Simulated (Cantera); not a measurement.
Input (Python, Cantera) and output of one run.

```python
import numpy as np
import cantera as ct

gas_names = """
    H HNO HNO2 HNO3 HO2 H2 H2O H2O2 N NH NH2 NH3 NH2OH NO NO2 NO3 N2 N2H2 N2H4 N2O O OH O2 O3 Si SiH
    SiH2 SiH3 SiH4 SiN SiO SiO2 Si2 Si2N Si3
""".split()
cond_names = """
    H2O(s) H2O(L) Si(cr) Si(L) SiO2(Lqz) SiO2(hqz) SiO2(L) Si2N2O(s) Si3N4(a)
""".split()


# ... load() reads the species with a 1 bar reference pressure and builds the phases ...
atoms = {
    'Si2H6': {'Si': 2, 'H': 6},
    'O3': {'O': 3},
    'N2': {'N': 2},
    'NO': {'N': 1, 'O': 1},
}
top_T = {'Si2N2O(s)': 2100, 'Si3N4(a)': 2400}  # K; cautious upper limits of use, not melting points


# ... equilibrate(T, P, feed) seeds the gas with the atoms and calls Mixture.equilibrate('TP', solver="vcs", rtol=1e-11, max_steps=5000) ...
results = []
feed = {'Si2H6': 1, 'O3': 0.15, 'N2': 4.5, 'NO': 1.5}  # mol
P = 133.322  # Pa
for T in [623, 773, 923, 1073, 1223, 1373, 1523, 1673, 1823, 1973]:
    mix = equilibrate(T, P, feed)
    results.append((T, P, feed, dict(zip(mix.species_names, mix.species_moles))))

top = {s: max(r[3][s] / sum(r[3][g] for g in gas_names) for r in results) for s in gas_names}
cols = sorted((s for s in top if top[s] > 0.001), key=lambda s: -top[s])[:7]
seen = [c for c in cond_names if any(r[3].get(c, 0) > 1e-12 for r in results)]
print("log10 of partial pressures in bar; condensed amounts in mol")
print(f"{'T/K':>10s}" + "".join(f"{s[:9]:>10s}" for s in cols + seen))
for T, P, feed, n in results:
    ng = sum(n[g] for g in gas_names)
    print(f"{T:10.4g}" + "".join(f"{np.log10(max(n[s] / ng * P / 1e5, 1e-99)):10.3f}" for s in cols)
          + "".join(f"{n.get(c, 0):10.4g}" for c in seen))
```

Output:

```
log10 of partial pressures in bar; condensed amounts in mol
       T/K        N2        H2       SiO         H        Si     Si(L) SiO2(Lqz) SiO2(hqz) Si2N2O(s)
       623    -3.094    -3.277   -29.675   -17.267   -48.579         0    0.6333         0    0.6833
       773    -3.094    -3.277   -21.293   -13.681   -35.945         0    0.6333         0    0.6833
       923    -3.094    -3.277   -15.664   -11.250   -27.433         0         0    0.6333    0.6833
      1073    -3.094    -3.277   -11.628    -9.492   -21.315         0         0    0.6333    0.6834
      1223    -3.094    -3.277    -8.597    -8.160   -16.709         0         0    0.6333    0.6834
      1373    -3.095    -3.277    -6.240    -7.116   -13.120         0         0    0.6321    0.6823
      1523    -3.106    -3.297    -4.354    -6.285   -10.239         0         0    0.5455    0.5957
      1673    -3.164    -3.404    -3.601    -5.646    -7.046         0         0         0   0.04927
      1823    -3.166    -3.414    -3.597    -5.070    -5.355   0.01302         0         0         0
      1973    -3.170    -3.428    -3.600    -4.584    -5.204         0         0         0         0
```

Equilibrium computed with Cantera from the NASA thermochemical tables; the gas is ideal and each condensed phase is pure. The feed counts by its element totals alone. Mutual solubility and eutectic melting of coexisting phases are not modelled. The tables' values for SiN are old estimates; treat these amounts as uncertain. The tables hold silica as quartz up to 1696 K and as liquid above; real silica turns to tridymite and cristobalite and melts near 1996 K. Gases not in the tables: Si2H6 and higher silanes.
